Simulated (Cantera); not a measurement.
Input: 1 mol Fe, 2.2 mol H₂S, 2.5 mol H₂, held at 1377 °C and 75.0 Torr.

Cantera equilibrium calculation (NASA polynomials, part measured and part estimated; ideal gas, pure solids and liquids). Candidate condensed phases: Fe, FeS, FeS₂, S; 8 gas species. FeS: taken at fixed stoichiometry. Kinetics and transport are ignored.

Base state: H₂ 0.818, H₂S 0.117, S₂ 0.0582, SH 0.00607, H 0.000260, S 0.000151 (mole fractions); condensed: FeS(l).

Q: What changes in the equilibrium state with this change: H₂S from 2.2 to 0.0032 mol?

A: 
```csv
species,before,after
H₂,0.818,0.998
H₂S,0.117,0.00121
H,0.000260,0.000287
S₂,0.0582,4.18e-6
Fe,3.54e-6,2.70e-5
S,0.000151,1.28e-6
SH,0.00607,5.69e-5
"FeS(l), mol",1.000,0
"Fe(γ), mol",0,1.000
```

Q: What changes in the equilibrium state with this change: 0.023 mol CO₂ added?

A: 
| species | before | after |
|---|---|---|
| H₂ | 0.818 | 0.810 |
| H₂S | 0.117 | 0.116 |
| S₂ | 0.0582 | 0.0581 |
| H₂O | 0 | 0.00457 |
| CO | 0 | 0.00453 |
| COS | 0 | 2.21e-5 |
| CS₂ | 0 | 1.45e-5 |
| FeS(l), mol | 1.000 | 1.000 |
Further candidate phases: C, C₆H₆, C₇H₈, C₈H₁₈, Fe(CO)₅, FeO, Fe(OH)₂, Fe(OH)₃, FeSO₄, Fe₂O₃, Fe₂(SO₄)₃, Fe₃O₄, H₂O, H₂SO₄.
